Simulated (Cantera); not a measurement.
A perfectly stirred reactor is fed with CH₃OH : O₂ : N₂ = 0.0035 : 0.05 : 1 (molar parts), equivalence ratio 0.10, at 533 Torr; it is held at 1350 K, and followed from long to short residence time.

Cantera simulation using GRI-Mech 3.0 (53 species, 325 reactions); the numbers are that mechanism's predictions, not measurements. GRI-Mech 3.0 was tuned for natural gas; its chemistry of methanol as a main component is partial and can be far from experiment.

Question: What does this change do: temperature 1350 to 1575 K?

Answer: 
```json
[
 {"quantity": "x(CH₃OH) at τ = 1.50 s", "before": "1.03e-6", "after": "2.75e-7"},
 {"quantity": "x(O₂) at τ = 1.50 s", "before": "0.0424", "after": "0.0424"},
 {"quantity": "x(HCO) at τ = 1.50 s", "before": "4.65e-10", "after": "3.85e-10"},
 {"quantity": "x(CO₂) at τ = 1.50 s", "before": "0.00327", "after": "0.00330"},
 {"quantity": "x(OH) at τ = 1.50 s", "before": "2.66e-5", "after": "7.70e-5"},
 {"quantity": "x(CH₃OH) at τ = 72.0 ms", "before": "7.74e-6", "after": "1.80e-6"},
 {"quantity": "x(O₂) at τ = 72.0 ms", "before": "0.0426", "after": "0.0424"},
 {"quantity": "x(HCO) at τ = 72.0 ms", "before": "9.59e-9", "after": "7.95e-9"},
 {"quantity": "x(CO₂) at τ = 72.0 ms", "before": "0.00295", "after": "0.00319"},
 {"quantity": "x(OH) at τ = 72.0 ms", "before": "5.66e-5", "after": "0.000180"}
]
```

Question: What does this change do: pressure from 533 Torr to 1730 Torr?

Answer: 
```
quantity                   before     after
-----------------------  --------  --------
x(CH₃OH) at τ = 1.50 s    1.03e-6   8.13e-7
x(O₂) at τ = 1.50 s        0.0424    0.0424
x(HCO) at τ = 1.50 s     4.65e-10  1.44e-10
x(CO₂) at τ = 1.50 s      0.00327   0.00329
x(OH) at τ = 1.50 s       2.66e-5   1.16e-5
x(CH₃OH) at τ = 72.0 ms   7.74e-6   7.84e-6
x(O₂) at τ = 72.0 ms       0.0426    0.0426
x(HCO) at τ = 72.0 ms     9.59e-9   2.98e-9
x(CO₂) at τ = 72.0 ms     0.00295   0.00300
x(OH) at τ = 72.0 ms      5.66e-5   2.02e-5
```
